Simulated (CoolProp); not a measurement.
A single-stage vapour-compression cycle with hydrogen chloride: evaporating at 272.15 K (dew point), condensing at 301.15 K (bubble point), superheat 5 K, subcooling 2 K, compressor efficiency 0.6, no pressure losses. Each further row changes one setting.

The numbers come from the reference Helmholtz-energy equation of state, Thol 2018 in CoolProp.

```json
[
 {"case": "as stated", "cooling COP": "4.22", "pressure ratio": "2.01", "discharge temperature (K)": "355.7", "refrigerating effect (kJ/kg)": "263", "volumetric capacity (kJ/m³)": "13600"},
 {"case": "evaporating temperature 277.15 K", "cooling COP": "5.29", "pressure ratio": "1.76", "discharge temperature (K)": "344.3", "refrigerating effect (kJ/kg)": "261", "volumetric capacity (kJ/m³)": "…"},
 {"case": "condensing temperature 296.15 K", "cooling COP": "…", "pressure ratio": "1.80", "discharge temperature (K)": "341.5", "refrigerating effect (kJ/kg)": "275", "volumetric capacity (kJ/m³)": "…"},
 {"case": "subcooling 7 K", "cooling COP": "…", "pressure ratio": "2.01", "discharge temperature (K)": "355.7", "refrigerating effect (kJ/kg)": "275", "volumetric capacity (kJ/m³)": "14300"},
 {"case": "superheat 15 K", "cooling COP": "…", "pressure ratio": "2.01", "discharge temperature (K)": "…", "refrigerating effect (kJ/kg)": "…", "volumetric capacity (kJ/m³)": "…"},
 {"case": "compressor efficiency 0.5", "cooling COP": "3.52", "pressure ratio": "2.01", "discharge temperature (K)": "366.3", "refrigerating effect (kJ/kg)": "263", "volumetric capacity (kJ/m³)": "13600"}
]
```

What belongs in the gaps?


- evaporating temperature 277.15 K, volumetric capacity (kJ/m³): 15500
- condensing temperature 296.15 K, cooling COP: 5.34
- condensing temperature 296.15 K, volumetric capacity (kJ/m³): 14200
- subcooling 7 K, cooling COP: 4.42
- superheat 15 K, cooling COP: 4.11
- superheat 15 K, discharge temperature (K): 372.4
- superheat 15 K, refrigerating effect (kJ/kg): 277
- superheat 15 K, volumetric capacity (kJ/m³): 13300
